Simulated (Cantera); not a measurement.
A closed system holds: 1 mol Ta, 3 mol CO₂, 91 mol H₂, at 1798 K and 1.80e-6 bar.

These are equilibrium values from Cantera (NASA tables, ideal gas, pure condensed phases), not measurements of a reactor. Kinetics and transport are ignored.

| species | before | after |
|---|---|---|
| H | 0.225 | 0.967 |
| CO | 0.0281 | 0.0160 |
| O | 2.95e-5 | 0.0105 |
| H₂ | 0.737 | 0.000948 |
| TaO | 5.21e-5 | 0.00518 |
| H₂O | 0.00620 | 6.61e-8 |
| CO₂ | 6.21e-5 | 1.70e-7 |
| TaO₂ | 0.00327 | 0.000133 |
| OH | 0.000125 | 1.60e-5 |
| Ta₂O₅(s), mol | 0.323 | 0 |
Gas species are given as mole fractions.

Q: Name the change that produced these shifts.
A. temperature from 1798 K to 1848 K
B. temperature from 1798 K to 2048.15 K
C. temperature from 1798 K to 2623.15 K
D. temperature from 1798 K to 948 K

A: C, temperature from 1798 K to 2623.15 K
